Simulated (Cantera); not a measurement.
Mixture: CO : H₂ : CH₄ : O₂ : N₂ = 1 : 1.1 : 0.32 : 2.6 : 9.78 (molar parts), at 15000 Torr, adiabatic and at constant volume. Ignition delay is the time to a rise of 400 K.

Computed with Cantera and GRI-Mech 3.0 (53 species, 325 reactions). The pressure lies above the range GRI-Mech 3.0 was tuned for (to about 10 atm). Where the delays flatten at high temperature, the 400 K rule measures the pace of heat release, not the induction time.

Problem. What does this change do: pressure from 15000 Torr to 3750 Torr?

Solution. 
```json
[
 {"quantity": "delay at 1275 K", "before": "29.8 µs", "after": "26.3 µs"},
 {"quantity": "delay at 1425 K", "before": "5.15 µs", "after": "9.51 µs"},
 {"quantity": "delay at 1575 K", "before": "1.86 µs", "after": "5.04 µs"},
 {"quantity": "delay at 1725 K", "before": "0.972 µs", "after": "3.16 µs"},
 {"quantity": "delay at 1875 K", "before": "0.607 µs", "after": "2.17 µs"},
 {"quantity": "apparent activation energy between 1725 and 1875 K", "before": "84 kJ/mol", "after": "67 kJ/mol"}
]
```

Problem. What does this change do: 0.099 parts H2O added?

Solution. 
| quantity | before | after |
|---|---|---|
| delay at 1275 K | 29.8 µs | 32.8 µs |
| delay at 1425 K | 5.15 µs | 5.53 µs |
| delay at 1575 K | 1.86 µs | 1.94 µs |
| delay at 1725 K | 0.972 µs | 0.998 µs |
| delay at 1875 K | 0.607 µs | 0.617 µs |
| apparent activation energy between 1725 and 1875 K | 84 kJ/mol | 86 kJ/mol |
